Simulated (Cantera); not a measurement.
An isothermal, constant-pressure homogeneous reactor starts with 13.2 % NO, 86.8 % N₂, at 2073 K and 0.0474 atm.

Detailed kinetics in Cantera: GRI-Mech 3.0 (53 species, 325 reactions). Radical loss at walls, strong at low pressure, is not modelled.

x: mole fraction; the columns are a selection and need not sum to one.

| t (s) | x NO | x N₂ | x O₂ | x N₂O | x NO₂ | x O |
|---|---|---|---|---|---|---|
| 9.00e-6 | 0.132 | 0.868 | <1e-12 | 1.45e-8 | 1.48e-12 | 1.45e-8 |
| 3.31e-5 | 0.132 | 0.868 | 1.19e-11 | 5.31e-8 | 1.98e-11 | 5.34e-8 |
| 0.000121 | 0.132 | 0.868 | 1.61e-10 | 1.93e-7 | 2.60e-10 | 1.98e-7 |
| 0.000446 | 0.132 | 0.868 | 2.21e-9 | 6.89e-7 | 3.14e-9 | 7.45e-7 |
| 0.00164 | 0.132 | 0.868 | ? | ? | ? | ? |
| 0.00602 | 0.132 | 0.868 | 5.09e-7 | 5.78e-6 | 2.05e-7 | 1.34e-5 |
| 0.0221 | 0.131 | 0.868 | 8.99e-6 | 8.26e-6 | 1.01e-6 | 6.05e-5 |
| 0.0813 | 0.131 | 0.869 | 0.000140 | 7.99e-6 | 3.12e-6 | 0.000201 |
| 0.299 | 0.129 | 0.870 | 0.00124 | 7.41e-6 | 5.04e-6 | 0.000339 |
| 1.10 | 0.118 | 0.875 | 0.00650 | 5.96e-6 | 7.54e-6 | 0.000511 |
| 4.03 | ? | 0.897 | ? | ? | ? | ? |
| 14.8 | 0.0113 | 0.928 | 0.0594 | 1.07e-7 | 2.02e-6 | 0.00129 |
| 54.4 | 0.00553 | 0.931 | 0.0623 | 7.36e-8 | 1.01e-6 | 0.00132 |
| 200 | 0.00553 | 0.931 | 0.0623 | 7.36e-8 | 1.01e-6 | 0.00132 |

Question: Fill in the missing entries.

Answer: 
- 0.00164, x O₂: 3.17e-8
- 0.00164, x N₂O: 2.27e-6
- 0.00164, x NO₂: 3.04e-8
- 0.00164, x O: 2.98e-6
- 4.03, x NO: 0.0734
- 4.03, x O₂: 0.0286
- 4.03, x N₂O: 2.11e-6
- 4.03, x NO₂: 9.11e-6
- 4.03, x O: 0.000922
